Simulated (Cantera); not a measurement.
Gas mixture: C₂H₄ = 0.94 (molar parts), at 100000 Pa, frozen composition.

Cantera's kinetic-theory transport with the Lennard-Jones parameters of GRI-Mech 3.0, ideal gas; thermal conductivity in the multicomponent form. The composition is frozen, though it would react at the higher temperatures.

One state of this run: ρ (kg/m³) = 0.519; cp (J/kg/K) = 2664; μ (µPa s) = 20.4; λ (mW/m/K) = 72.4; Pr = 0.750; D (cm²/s) NO = 0.640; D (cm²/s) CO₂ = 0.503; D (cm²/s) CH₃ = 0.709. D: mixture-averaged diffusion coefficient of that species in the mixture.

Task: Which value of T (K) does it belong to?
A. 1400
B. 900
C. 650
D. 400

Result: C, 650
